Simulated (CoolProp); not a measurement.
Properties of acetone along the isobar 5.99 MPa.

Model: reference Helmholtz-energy equation of state, Lemmon 2006, in CoolProp. It is a short technical equation, of lower accuracy than the large ones.

```csv
T (°C),phase,Z,cp (kJ/(kg K)),cv (kJ/(kg K)),expansivity (1/kK),fugacity coefficient
-82.95,liquid,0.2435,1.993,1.433,1.172,2.333e-6
-66.75,liquid,0.2287,2.002,1.446,1.178,1.414e-5
-50.55,liquid,0.2162,2.014,1.459,1.192,6.347e-5
-34.35,liquid,0.2055,2.029,1.473,1.213,0.0002251
-18.15,liquid,0.1963,2.050,1.490,1.242,0.0006616
-1.95,liquid,0.1884,2.076,1.510,1.279,0.001670
14.25,liquid,0.1815,2.107,1.533,1.323,0.003721
30.45,liquid,0.1757,2.143,1.559,1.378,0.007475
46.65,liquid,0.1706,2.183,1.587,1.443,0.01377
62.85,liquid,0.1663,2.228,1.618,1.521,0.02358
79.05,liquid,0.1628,2.278,1.650,1.615,0.03794
```
